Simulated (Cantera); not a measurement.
Charge: 1 mol Si(CH3)4, 1200 mol H2, at 1.00 bar.

These are equilibrium values from Cantera (NASA tables, ideal gas, pure condensed phases), not measurements of a reactor. Candidate condensed phases: C, C6H6, C7H8, C8H18, Si, SiC; 87 gas species. The numbers say what is thermodynamically allowed, not how fast it happens. All values below are at 1400 K.

Base state: H2 0.998, CH4 0.00249 (mole fractions); condensed: SiC(s).

**Question.** What changes in the equilibrium state with this change: Si(CH3)4 replaced by SiH4?

**Answer.** 
| species | before | after |
|---|---|---|
| H2 | 0.998 | 1.000 |
| CH4 | 0.00249 | 0 |
| SiC(s), mol | 1.000 | 0 |
| Si(s), mol | 0 | 0.998 |
